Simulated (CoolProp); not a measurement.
A simple Rankine cycle with dimethyl carbonate: condensing at 307.15 K, boiler at 3.31 MPa, turbine inlet 534.8 K, turbine efficiency 0.9, pump efficiency 0.8, no recuperator. Each further row changes one setting.

The numbers come from the reference Helmholtz-energy equation of state, Zhou 2011 in CoolProp.

```csv
case,thermal efficiency (%),net work (kJ/kg),heat in (kJ/kg),turbine exit temperature (K),volume ratio over the turbine
as stated,27.0,185,684,?,323
turbine inlet 554.8 K,27.1,?,730,396.9,?
condensing temperature 299.15 K,28.1,196,?,365.0,468
boiler pressure 2.32 MPa,?,186,712,?,193
turbine efficiency 0.8,24.0,164,684,?,336
```

Task: Complete the blanks.

Result: 
- as stated, turbine exit temperature (K): 373.6
- turbine inlet 554.8 K, net work (kJ/kg): 198
- turbine inlet 554.8 K, volume ratio over the turbine: 296
- condensing temperature 299.15 K, heat in (kJ/kg): 699
- boiler pressure 2.32 MPa, thermal efficiency (%): 26.1
- boiler pressure 2.32 MPa, turbine exit temperature (K): 393.1
- turbine efficiency 0.8, turbine exit temperature (K): 388.6
